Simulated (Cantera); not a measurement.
A perfectly stirred reactor is fed with 3.47 % CH4, 96.5 % H2, at 0.133 bar; it is held at 1650 K, and followed from long to short residence time.

Computed with Cantera and GRI-Mech 3.0 (53 species, 325 reactions). GRI-Mech 3.0 stops at C3 and has no aromatics, soot or wall deposition, so with more carbon than oxygen in the feed, carbon stays in small species such as C2H2 where larger ones or solid carbon would form.

x: mole fraction; the columns are a selection and need not sum to one.

```json
[
 {"τ (s)": "9.6", "x CH4": "0.00896", "x H2": "0.978", "x CH2": "1.08e-8", "x H": "0.000242", "x C2H4": "0.000119"},
 {"τ (s)": "4.4", "x CH4": "0.0122", "x H2": "0.977", "x CH2": "1.43e-8", "x H": "0.000239", "x C2H4": "0.000108"},
 {"τ (s)": "2.0", "x CH4": "0.0163", "x H2": "0.975", "x CH2": "1.85e-8", "x H": "0.000236", "x C2H4": "9.43e-5"},
 {"τ (s)": "0.92", "x CH4": "0.0209", "x H2": "0.972", "x CH2": "2.30e-8", "x H": "0.000232", "x C2H4": "8.07e-5"},
 {"τ (s)": "0.42", "x CH4": "0.0255", "x H2": "0.970", "x CH2": "2.71e-8", "x H": "0.000228", "x C2H4": "6.88e-5"},
 {"τ (s)": "0.19", "x CH4": "0.0293", "x H2": "0.968", "x CH2": "3.00e-8", "x H": "0.000224", "x C2H4": "5.97e-5"},
 {"τ (s)": "0.087", "x CH4": "0.0319", "x H2": "0.966", "x CH2": "3.12e-8", "x H": "0.000219", "x C2H4": "…"},
 {"τ (s)": "0.040", "x CH4": "0.0333", "x H2": "0.966", "x CH2": "3.05e-8", "x H": "0.000212", "x C2H4": "4.70e-5"},
 {"τ (s)": "0.018", "x CH4": "0.0341", "x H2": "0.965", "x CH2": "2.72e-8", "x H": "0.000197", "x C2H4": "3.85e-5"},
 {"τ (s)": "0.0083", "x CH4": "0.0344", "x H2": "0.965", "x CH2": "…", "x H": "…", "x C2H4": "…"},
 {"τ (s)": "0.0038", "x CH4": "0.0346", "x H2": "0.965", "x CH2": "1.15e-8", "x H": "0.000126", "x C2H4": "1.12e-5"}
]
```

Problem. Fill in the missing entries.

Solution. 
- 0.087, x C2H4: 5.32e-5
- 0.0083, x CH2: 2.07e-8
- 0.0083, x H: 0.000171
- 0.0083, x C2H4: 2.60e-5
